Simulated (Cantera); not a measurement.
A closed system holds: 1 mol HI, 0.38 mol H₂O, held at 0.00140 bar.

These are equilibrium values from Cantera (NASA tables, ideal gas, pure condensed phases), not measurements of a reactor. Candidate condensed phases: H₂O, I₂; 12 gas species. The numbers say what is thermodynamically allowed, not how fast it happens.

### Question
At 2850 K, list the 7 most abundant gas species with their mole fractions, and the condensed phases.

### Answer
H 0.501, I 0.337, O 0.105, H₂ 0.0371, OH 0.0125, O₂ 0.00358, H₂O 0.00316. Condensed: gas only.
